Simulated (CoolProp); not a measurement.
Model: reference Helmholtz-energy equation of state, Kamei 1995, in CoolProp.

Give the vapour pressure (kPa), vapour density (kg/m³), liquid conductivity (mW/(m K)) of saturated R22 at -47.45, 32.15, 55.95 °C.


```json
[
 {"T (°C)": "-47.45", "p (kPa)": "73.4", "vapour density (kg/m³)": "3.48", "liquid conductivity (mW/(m K))": "117"},
 {"T (°C)": "32.15", "p (kPa)": "1260", "vapour density (kg/m³)": "53.7", "liquid conductivity (mW/(m K))": "81.3"},
 {"T (°C)": "55.95", "p (kPa)": "2220", "vapour density (kg/m³)": "100", "liquid conductivity (mW/(m K))": "70.4"}
]
```

Thermal conductivity comes from a separate model (McLinden 2000), an estimate that may be off by 10 % or more.
